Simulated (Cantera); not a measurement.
A closed system holds: 1 mol Si2Cl6, 0.057 mol HCl, 640 mol H2, equilibrated at 902 °C and 1000 Pa.

Method: chemical equilibrium by Gibbs-energy minimisation in Cantera with the NASA 1993 tables (ideal gas, pure condensed phases). Candidate condensed phases: Si; 19 gas species. The feed counts by its element totals alone. Kinetics and transport are ignored.

Base state: H2 0.991, HCl 0.00900, SiCl2 0.000186 (mole fractions); condensed: Si(s).

What changes in the equilibrium state with this change: H2 from 640 to 20 mol?


```json
[
 {"species": "H2", "before": "0.991", "after": "0.852"},
 {"species": "HCl", "before": "0.00900", "after": "0.0883"},
 {"species": "SiCl4", "before": "2.03e-6", "after": "0.0255"},
 {"species": "SiCl2", "before": "0.000186", "after": "0.0209"},
 {"species": "SiCl3", "before": "6.23e-6", "after": "0.00738"},
 {"species": "SiHCl3", "before": "5.28e-6", "after": "0.00580"},
 {"species": "SiH2Cl2", "before": "1.76e-6", "after": "0.000169"},
 {"species": "Si(s), mol", "before": "1.87", "after": "0.670"}
]
```
The tables' values for SiCl3 are old estimates; treat these amounts as uncertain.
